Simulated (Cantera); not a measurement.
Cantera run, input and output.

```python
import numpy as np
import cantera as ct

gas = ct.Solution("gri30.yaml")
gas.TPX = 1050, 580, {'H2': 0.21, 'O2': 1}
inlet = ct.Reservoir(gas, clone=True)

reactor = ct.IdealGasConstPressureReactor(gas, energy="off", clone=False)
exhaust = ct.Reservoir(gas, clone=True)
tau = [20, 6.2, 1.9, 0.61, 0.19, 0.061, 0.019, 0.0061, 0.0019, 0.00061][0]
for a, b in ((inlet, reactor), (reactor, exhaust)):
    ct.MassFlowController(a, b, mdot=lambda t: reactor.mass / tau)
net = ct.ReactorNet([reactor])
show = ['H2', 'O2', 'HO2', 'OH', 'H2O', 'H2O2']

rows = []
print(f"{'tau/s':>10s}{'T/K':>9s}" + "".join(f"{s:>11s}" for s in show))
for tau in [20, 6.2, 1.9, 0.61, 0.19, 0.061, 0.019, 0.0061, 0.0019, 0.00061]:
    net.initial_time = 0.0
    net.advance(30 * tau)
    before = gas.X
    net.advance(40 * tau)
    drift = np.max(np.abs(gas.X - before) / (gas.X + 1e-9))
    rows.append([gas.T, *gas[show].X, drift])
    print(f"{tau:10.3e}{gas.T:9.1f}" + "".join(f"{x:11.3e}" for x in gas[show].X))
```

Result:

```
     tau/s      T/K         H2         O2        HO2         OH        H2O       H2O2
 2.000e+01   1050.0  2.228e-04  8.090e-01  2.002e-06  6.161e-04  1.893e-01  1.290e-07
 6.200e+00   1050.0  4.656e-04  8.081e-01  2.923e-06  9.163e-04  1.887e-01  1.535e-07
 1.900e+00   1050.0  9.655e-04  8.060e-01  3.917e-06  1.373e-03  1.873e-01  1.709e-07
 6.100e-01   1050.0  1.917e-03  8.020e-01  4.781e-06  2.023e-03  1.843e-01  1.773e-07
 1.900e-01   1050.0  3.805e-03  7.936e-01  5.400e-06  2.973e-03  1.774e-01  1.719e-07
 6.100e-02   1050.0  7.205e-03  7.794e-01  5.577e-06  4.151e-03  1.636e-01  1.578e-07
 1.900e-02   1050.0  1.353e-02  7.626e-01  5.323e-06  5.432e-03  1.417e-01  1.488e-07
 6.100e-03   1050.0  2.637e-02  7.566e-01  4.907e-06  6.605e-03  1.177e-01  1.648e-07
 1.900e-03   1050.0  5.757e-02  7.682e-01  4.289e-06  7.171e-03  8.665e-02  1.936e-07
 6.100e-04   1050.0  1.233e-01  8.001e-01  3.085e-06  4.603e-03  3.629e-02  1.260e-07
```

Detailed kinetics in Cantera: GRI-Mech 3.0 (53 species, 325 reactions). Radical loss at walls, strong at low pressure, is not modelled. The temperature is held fixed by assumption; the heat of reaction is taken as removed at once.
